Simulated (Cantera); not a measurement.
A closed system holds: 1 mol Si, 16 mol NH3, 9.5 mol N2, at 798.15 K and 1 atm.

Cantera equilibrium calculation (NASA polynomials, part measured and part estimated; ideal gas, pure solids and liquids). Candidate condensed phases: Si, Si3N4; 18 gas species. The numbers say what is thermodynamically allowed, not how fast it happens.

Base state: H2 0.587, N2 0.412, NH3 0.000891 (mole fractions); condensed: Si3N4(s).

Task: What changes in the equilibrium state with this change: 0.052 mol CO2 added?

Result: 
| species | before | after |
|---|---|---|
| H2 | 0.587 | 0.585 |
| N2 | 0.412 | 0.413 |
| CH4 | 0 | 0.00128 |
| NH3 | 0.000891 | 0.000887 |
| Si3N4(s), mol | 0.333 | 0.264 |
| Si2N2O(s), mol | 0 | 0.104 |
Further candidate phases: C, C6H6, C7H8, C8H18, H2O, SiC, SiO2, Si2N2O.
